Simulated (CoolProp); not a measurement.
1-butene along the isobar 7890 kPa: fugacity coefficient from the reference equation and from simpler models built on Tc = 146.1 °C, pc = 4006 kPa, ω = 0.192; each cubic takes its own stable root.

Computed with CoolProp (reference Helmholtz-energy equation of state, Lemmon 2005). It is a short technical equation, of lower accuracy than the large ones.

| T (°C) | phase | reference |
|---|---|---|
| -69.85 | liquid | 0.0006194 |
| -60.95 | liquid | 0.001138 |
| -52.05 | liquid | 0.001972 |
| -43.15 | liquid | 0.003249 |
| -34.25 | liquid | 0.005120 |
| -25.25 | liquid | 0.007790 |
| -16.35 | liquid | 0.01139 |
| -7.45 | liquid | 0.01614 |
| 1.45 | liquid | 0.02224 |
| 10.35 | liquid | 0.02988 |
| 19.25 | liquid | 0.03924 |
| 28.15 | liquid | 0.05049 |
| 37.05 | liquid | 0.06376 |
| 45.95 | liquid | 0.07916 |

Question: How far does each simpler model (van der Waals, Redlich-Kwong, Soave-Redlich-Kwong, Peng-Robinson) lie from the reference over these 14 states: mean and median of the absolute difference, and the worst?

Answer: 
- van der Waals: mean 861.7 %, median 491.8 %, worst +3145.1 % at -69.85 °C and 7890 kPa
- Redlich-Kwong: mean 53.5 %, median 52.7 %, worst +79.9 % at -69.85 °C and 7890 kPa
- Soave-Redlich-Kwong: mean 2.3 %, median 2.1 %, worst +4.2 % at 45.95 °C and 7890 kPa
- Peng-Robinson: mean 1.4 %, median 0.9 %, worst +5.3 % at -69.85 °C and 7890 kPa
